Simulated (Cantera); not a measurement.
Feed: 1 mol FeS, 0.099 mol H2S, 0.11 mol H2O, equilibrated at 1500 K and 0.100 bar.

Method: chemical equilibrium by Gibbs-energy minimisation in Cantera with the NASA 1993 tables (ideal gas, pure condensed phases). Candidate condensed phases: Fe, FeO, Fe(OH)2, Fe(OH)3, FeS, FeSO4, FeS2, Fe2O3, Fe2(SO4)3, Fe3O4, H2O, H2SO4, S; 22 gas species. FeS: taken at fixed stoichiometry. Kinetics and transport are ignored.

Base state: H2O 0.438, H2 0.292, S2 0.136, H2S 0.124, SO2 0.00560, SH 0.00323, SO 0.000694, S2O 0.000470 (mole fractions); condensed: FeS(l).

Problem. What changes in the equilibrium state with this change: FeS replaced by FeS2?

Solution. 
| species | before | after |
|---|---|---|
| S2 | 0.136 | 0.697 |
| H2O | 0.438 | 0.121 |
| H2 | 0.292 | 0.0823 |
| SO2 | 0.00560 | 0.0123 |
| H2S | 0.124 | 0.0790 |
| S2O | 0.000470 | 0.00238 |
| S | 4.74e-5 | 0.000107 |
| SO | 0.000694 | 0.00155 |
| FeS(l), mol | 1.00 | 1.00 |
